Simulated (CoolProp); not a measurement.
Hydrogen chloride along the isotherm 511.9 K: density (kg/m³) from the reference equation and from simpler models built on Tc = 324.7 K, pc = 8314 kPa, ω = 0.130; each cubic takes its own stable root.

Computed with CoolProp (reference Helmholtz-energy equation of state, Thol 2018).

```csv
p (kPa),phase,reference
277,gas,2.380
554,gas,4.774
831,gas,7.181
1110,gas,9.620
1390,gas,12.08
1660,gas,14.47
1940,gas,16.96
2220,gas,19.46
2490,gas,21.89
2770,gas,24.42
3050,gas,26.96
3330,gas,29.52
3600,gas,32.00
3880,gas,34.59
4160,gas,37.19
```

### Question
How far does each simpler model (ideal gas, Peng-Robinson) lie from the reference over these 15 states: mean and median of the absolute difference, and the worst?

### Answer
- ideal gas: mean 2.3 %, median 2.3 %, worst -4.2 % at 511.9 K and 4160 kPa
- Peng-Robinson: mean 0.1 %, median 0.1 %, worst -0.2 % at 511.9 K and 4160 kPa
